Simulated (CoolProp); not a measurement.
The numbers come from the reference Helmholtz-energy equation of state, Zhou 2014 in CoolProp.

Give the vapour pressure (kPa), vapour density (kg/m³), liquid cp (kJ/(kg K)), vapour viscosity (µPa s) of saturated cyclohexane at 509.3 K.


```tsv
T (K)	p (kPa)	vapour density (kg/m³)	liquid cp (kJ/(kg K))	vapour viscosity (µPa s)
509.3	2290	70.4	3.33	13.5
```

Viscosity comes from a separate model (Tariq 2014).
